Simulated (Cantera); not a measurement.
A closed system holds: 1 mol Ta, 1.8 mol H2O, at 2300 K and 2.60 Pa.

Cantera equilibrium calculation (NASA polynomials, part measured and part estimated; ideal gas, pure solids and liquids). Candidate condensed phases: H2O, Ta, Ta2O5; 12 gas species. Kinetics and transport are ignored.

Base state: H 0.641, TaO2 0.191, H2 0.114, TaO 0.0509, O 0.00160, H2O 0.000460, OH 0.000417 (mole fractions); condensed: gas only.

Task: What changes in the equilibrium state with this change: Ta replaced by Cr?

Result: 
| species | before | after |
|---|---|---|
| H | 0.641 | 0.484 |
| O | 0.00160 | 0.166 |
| Cr | 0 | 0.136 |
| TaO2 | 0.191 | 0 |
| CrO | 0 | 0.0516 |
| TaO | 0.0509 | 0 |
| O2 | 2.69e-6 | 0.0292 |
| OH | 0.000417 | 0.0328 |
| H2O | 0.000460 | 0.0273 |
| H2 | 0.114 | 0.0651 |
| CrO2 | 0 | 0.00717 |
Further candidate phases: Cr, Cr2O3.
